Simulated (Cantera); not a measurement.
A Cantera script and its output.

```python
import numpy as np
import cantera as ct

gas = ct.Solution("h2o2.yaml")
gas.TPX = 998, 1200000, {'H2': 1, 'O2': 1.22, 'N2': 4.59}
reactor = ct.IdealGasReactor(gas, energy="on", clone=False)
net = ct.ReactorNet([reactor])
net.rtol, net.atol = 1e-08, 1e-16
show = ['H2', 'O2', 'O', 'OH', 'HO2', 'H']
times = np.geomspace(1e-06, 0.8, 13)

steps = ct.SolutionArray(gas, extra=["t"])
rows = []
print(f"{'t/s':>10s}{'T/K':>9s}{'P/Pa':>11s}" + "".join(f"{s:>11s}" for s in show))
for t in times:
    while net.time < t:
        t_next = net.step()
        steps.append(gas.state, t=t_next)
    rows.append([np.interp(t, steps.t, y) for y in (steps.T, steps.P, *steps(*show).X.T)])
    print(f"{t:10.3e}{rows[-1][0]:9.1f}{rows[-1][1]:11.4g}" + "".join(f"{x:11.3e}" for x in rows[-1][2:]))
rate = np.gradient(steps.T, steps.t)
print("integrator steps:", len(steps.t))
if steps.T.max() > steps.T[0] + 200:
    print(f"time of steepest temperature rise: {steps.t[rate.argmax()]:.4e} s")
gas.TPX = 998, 1200000, {'H2': 1, 'O2': 1.22, 'N2': 4.59}
gas.equilibrate("UV")
print(f"equilibrium (UV): T = {gas.T:.1f} K  " + "  ".join(f"{s} {gas[s].X[0]:.3e}" for s in show))
```

It prints:

```
       t/s      T/K       P/Pa         H2         O2          O         OH        HO2          H
 1.000e-06    998.0    1.2e+06  1.468e-01  1.791e-01  3.553e-12  1.146e-12  4.429e-10  1.291e-11
 3.104e-06    998.0    1.2e+06  1.468e-01  1.791e-01  3.696e-12  1.179e-12  1.426e-09  1.307e-11
 9.635e-06    998.0    1.2e+06  1.468e-01  1.791e-01  3.765e-12  1.202e-12  4.480e-09  1.331e-11
 2.991e-05    998.0    1.2e+06  1.468e-01  1.791e-01  3.987e-12  1.288e-12  1.399e-08  1.409e-11
 9.283e-05    998.0    1.2e+06  1.468e-01  1.791e-01  4.725e-12  1.661e-12  4.386e-08  1.670e-11
 2.882e-04    998.0    1.2e+06  1.468e-01  1.791e-01  7.554e-12  3.874e-12  1.423e-07  2.670e-11
 8.944e-04    998.0    1.2e+06  1.468e-01  1.791e-01  2.329e-11  2.217e-11  5.673e-07  8.233e-11
 2.776e-03    998.1    1.2e+06  1.468e-01  1.791e-01  2.357e-10  3.631e-10  4.413e-06  8.341e-10
 8.618e-03   1006.7   1.21e+06  1.460e-01  1.787e-01  6.765e-09  1.496e-08  3.183e-05  2.381e-08
 2.675e-02   2304.0   2.57e+06  1.959e-04  1.130e-01  3.390e-04  3.547e-03  1.456e-05  2.748e-05
 8.303e-02   2304.0   2.57e+06  1.959e-04  1.130e-01  3.390e-04  3.547e-03  1.456e-05  2.748e-05
 2.577e-01   2304.0   2.57e+06  1.959e-04  1.130e-01  3.390e-04  3.547e-03  1.456e-05  2.748e-05
 8.000e-01   2304.0   2.57e+06  1.959e-04  1.130e-01  3.390e-04  3.547e-03  1.456e-05  2.748e-05
integrator steps: 1533
time of steepest temperature rise: 1.2346e-02 s
equilibrium (UV): T = 2304.0 K  H2 1.959e-04  O2 1.130e-01  O 3.390e-04  OH 3.547e-03  HO2 1.456e-05  H 2.748e-05
```

Model: the H2/O2 subset of GRI-Mech 3.0, which has no nitrogen chemistry, integrated in Cantera. The hydrogen kinetics of GRI-Mech 3.0 are dated; newer H2 mechanisms differ, most at raised pressure. The pressure lies above the range GRI-Mech 3.0 was tuned for (to about 10 atm).
